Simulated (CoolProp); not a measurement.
Acetone at several states: fugacity coefficient from the reference equation and from simpler models built on Tc = 508.1 K, pc = 4.692 MPa, ω = 0.307; each cubic takes its own stable root.

Values from CoolProp's reference Helmholtz-energy equation of state, Lemmon 2006. It is a short technical equation, of lower accuracy than the large ones.

```csv
T (K),p (MPa),phase,reference,van der Waals,Redlich-Kwong,Soave-Redlich-Kwong,Peng-Robinson
416.4,0.517,gas,0.9102,0.9477,0.9346,0.9288,0.9242
464.3,1.39,gas,0.8425,0.8913,0.8715,0.8656,0.8550
245.1,0.0595,liquid,0.02879,0.9803,0.1067,0.02591,0.02858
407.8,27.6,liquid,0.05026,0.1733,0.08692,0.06376,0.05678
332.9,0.879,liquid,0.1263,0.6797,0.2524,0.1281,0.1284
392.3,1.77,liquid,0.3004,0.7163,0.4510,0.3184,0.3119
```

At some of these states van der Waals gives the other phase, because its saturation line lies elsewhere.
